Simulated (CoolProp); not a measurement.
Cyclopentane along the isobar 20.5 MPa: density (kg/m³) from the reference equation and from simpler models built on Tc = 511.7 K, pc = 4.583 MPa, ω = 0.202; each cubic takes its own stable root.

Values from CoolProp's reference Helmholtz-energy equation of state, Gedanitz 2015.

| T (K) | phase | reference |
|---|---|---|
| 485.5 | liquid | 578.6 |
| 489.8 | liquid | 574.0 |
| 494.1 | liquid | 569.3 |
| 498.4 | liquid | 564.6 |
| 502.7 | liquid | 559.9 |
| 507 | liquid | 555.2 |
| 511.3 | liquid | 550.4 |
| 515.6 | supercritical | 545.6 |
| 519.9 | supercritical | 540.8 |
| 524.2 | supercritical | 535.9 |
| 528.5 | supercritical | 531.0 |
| 532.8 | supercritical | 526.1 |
| 537.1 | supercritical | 521.1 |
| 541.4 | supercritical | 516.2 |
| 545.7 | supercritical | 511.1 |
| 550 | supercritical | 506.1 |

Problem. How far does each simpler model (van der Waals, Redlich-Kwong) lie from the reference over these 16 states: mean and median of the absolute difference, and the worst?

Solution. 
- van der Waals: mean 24.9 %, median 25.0 %, worst -26.9 % at 485.5 K and 20.5 MPa
- Redlich-Kwong: mean 5.0 %, median 5.0 %, worst -5.1 % at 541.4 K and 20.5 MPa
